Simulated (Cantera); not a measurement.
Input (Python, Cantera):

```python
import numpy as np
import cantera as ct

gas = ct.Solution("gri30.yaml")
gas.TPX = 1500, 101325, {'CH4': 0.0075, 'O2': 0.0025, 'N2': 1}
reactor = ct.IdealGasConstPressureReactor(gas, energy="off", clone=False)
net = ct.ReactorNet([reactor])
net.rtol, net.atol = 1e-08, 1e-18
show = ['CH4', 'O2', 'HCN', 'CO2', 'C2H6']
times = np.geomspace(1e-06, 30, 12)

steps = ct.SolutionArray(gas, extra=["t"])
rows = []
print(f"{'t/s':>10s}{'T/K':>9s}{'P/Pa':>11s}" + "".join(f"{s:>11s}" for s in show))
for t in times:
    while net.time < t:
        t_next = net.step()
        steps.append(gas.state, t=t_next)
    rows.append([np.interp(t, steps.t, y) for y in (steps.T, steps.P, *steps(*show).X.T)])
    print(f"{t:10.3e}{rows[-1][0]:9.1f}{rows[-1][1]:11.4g}" + "".join(f"{x:11.3e}" for x in rows[-1][2:]))
rate = np.gradient(steps.T, steps.t)
print("integrator steps:", len(steps.t))
if steps.T.max() > steps.T[0] + 200:
    print(f"time of steepest temperature rise: {steps.t[rate.argmax()]:.4e} s")
gas.TPX = 1500, 101325, {'CH4': 0.0075, 'O2': 0.0025, 'N2': 1}
gas.equilibrate("TP")
print(f"equilibrium (TP): T = {gas.T:.1f} K  " + "  ".join(f"{s} {gas[s].X[0]:.3e}" for s in show))
```

It prints:

```
       t/s      T/K       P/Pa        CH4         O2        HCN        CO2       C2H6
 1.000e-06   1500.0  1.013e+05  7.426e-03  2.475e-03  7.089e-21  3.057e-19  2.659e-17
 4.783e-06   1500.0  1.013e+05  7.426e-03  2.475e-03  2.508e-19  1.487e-16  3.888e-15
 2.288e-05   1500.0  1.013e+05  7.426e-03  2.475e-03  8.330e-18  4.915e-14  7.851e-13
 1.094e-04   1500.0  1.013e+05  7.425e-03  2.475e-03  2.437e-16  3.289e-12  1.248e-10
 5.235e-04   1500.0  1.013e+05  7.423e-03  2.475e-03  6.206e-15  1.625e-10  1.422e-08
 2.504e-03   1500.0  1.013e+05  7.412e-03  2.474e-03  1.609e-13  1.082e-08  1.033e-06
 1.198e-02   1500.0  1.013e+05  7.307e-03  2.451e-03  5.565e-12  5.145e-07  1.858e-05
 5.730e-02   1500.0  1.013e+05  5.593e-03  1.893e-03  3.155e-09  2.692e-05  7.721e-05
 2.741e-01   1500.0  1.013e+05  2.348e-03  6.364e-05  1.488e-07  1.465e-04  3.629e-06
 1.311e+00   1500.0  1.013e+05  1.621e-03  2.571e-08  1.872e-07  1.861e-04  8.870e-07
 6.272e+00   1500.0  1.013e+05  7.231e-04  8.150e-14  2.568e-07  2.225e-04  1.680e-07
 3.000e+01   1500.0  1.013e+05  3.381e-04  4.704e-14  3.951e-07  2.018e-04  3.452e-08
integrator steps: 1759
equilibrium (TP): T = 1500.0 K  CH4 6.567e-06  O2 1.287e-24  HCN 2.396e-03  CO2 1.136e-09  C2H6 1.086e-11
```

Model: GRI-Mech 3.0 (53 species, 325 reactions), integrated in Cantera. GRI-Mech 3.0 stops at C3 and has no aromatics, soot or wall deposition, so with more carbon than oxygen in the feed, carbon stays in small species such as C2H2 where larger ones or solid carbon would form.
